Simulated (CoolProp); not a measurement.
Vapour-liquid equilibrium of R143a (1) + isobutene (2) at 0.0309 MPa; x and y are mole fractions of (1).

The numbers come from the multi-fluid Helmholtz-energy mixture model, Lemmon and Jacobsen 2000 and Lemmon 2005; pair parameters Bell 2016 in CoolProp.

| x | bubble temperature (K) | y at the bubble point | dew temperature at overall composition x (K) | liquid density (mol/L) |
|---|---|---|---|---|
| 0.05 | 226.4 | 0.517 | 238.3 | 12.01 |
| 0.15 | 215.5 | 0.766 | 236.2 | 12.37 |
| 0.25 | 211.4 | 0.832 | 233.9 | 12.62 |
| 0.35 | 209.4 | 0.861 | 231.4 | 12.84 |
| 0.45 | 208.3 | 0.878 | 228.5 | 13.06 |
| 0.55 | 207.4 | 0.891 | 225.2 | 13.29 |
| 0.65 | 206.6 | 0.905 | 221.3 | 13.54 |
| 0.75 | 205.9 | 0.923 | 216.5 | 13.80 |
| 0.85 | 205.0 | 0.946 | 210.2 | 14.09 |
| 0.95 | 204.1 | 0.978 | 204.9 | 14.41 |

No azeotrope shows between x = 0.05 and 0.95.

The pair parameters rest on a limited set of measurements; away from them the model extrapolates. With so large a gap from Raoult's law the liquid may split in two, which this calculation doesn't test in full.
